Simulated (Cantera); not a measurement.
A closed system holds: 1 mol Si3N4, 0.015 mol CO2, 2.9 mol N2, held at 0.000180 bar.

Cantera equilibrium calculation (NASA polynomials, part measured and part estimated; ideal gas, pure solids and liquids). Candidate condensed phases: C, Si, SiC, SiO2, Si2N2O, Si3N4; 34 gas species. Mutual solubility and eutectic melting of coexisting phases are not modelled. The tables' values for SiN are old estimates; treat these amounts as uncertain. The numbers say what is thermodynamically allowed, not how fast it happens.

Question: At 1673 K, list the 4 most abundant gas species with their mole fractions, and the condensed phases.

Answer: N2 0.992, SiO 0.00579, Si 0.00232, CO 0.000276. Condensed: Si(s) + SiC(s).
